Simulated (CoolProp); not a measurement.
Carbon monoxide along the isobar 13.6 MPa: fugacity coefficient from the reference equation and from simpler models built on Tc = 132.9 K, pc = 3.498 MPa, ω = 0.050; each cubic takes its own stable root.

Values from CoolProp's reference Helmholtz-energy equation of state, Lemmon 2006. It is a short technical equation, of lower accuracy than the large ones.

| T (K) | phase | reference |
|---|---|---|
| 105.7 | liquid | 0.09050 |
| 111.4 | liquid | 0.1215 |
| 117 | liquid | 0.1566 |
| 122.7 | liquid | 0.1962 |
| 128.4 | liquid | 0.2393 |
| 134.1 | supercritical | 0.2848 |
| 139.8 | supercritical | 0.3319 |
| 145.4 | supercritical | 0.3788 |
| 151.1 | supercritical | 0.4263 |
| 156.8 | supercritical | 0.4727 |
| 162.5 | supercritical | 0.5173 |
| 168.1 | supercritical | 0.5589 |
| 173.8 | supercritical | 0.5986 |
| 179.5 | supercritical | 0.6355 |

How far does each simpler model (van der Waals, Soave-Redlich-Kwong, Peng-Robinson) lie from the reference over these 14 states: mean and median of the absolute difference, and the worst?


- van der Waals: mean 23.1 %, median 10.3 %, worst +87.2 % at 105.7 K and 13.6 MPa
- Soave-Redlich-Kwong: mean 2.6 %, median 2.9 %, worst +3.0 % at 156.8 K and 13.6 MPa
- Peng-Robinson: mean 5.5 %, median 5.4 %, worst -6.6 % at 105.7 K and 13.6 MPa
